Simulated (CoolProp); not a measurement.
Vapour-liquid equilibrium of benzene (1) + p-xylene (2) at 242.95 °C; x and y are mole fractions of (1).

The numbers come from the multi-fluid Helmholtz-energy mixture model, Thol 2012 and Zhou 2012; pair parameters Bell 2016 in CoolProp.

Give the bubble pressure and the first vapour's composition at x = 0.275, 0.5, 0.8. Is there an azeotrope?

x = 0.275: 1309 kPa, y = 0.456; x = 0.5: 1699 kPa, y = 0.683; x = 0.8: 2279 kPa, y = 0.891. No azeotrope shows between x = 0.05 and 0.95.

Pair parameters are fitted to limited data, so mixtures are less certain than the pure fluids.
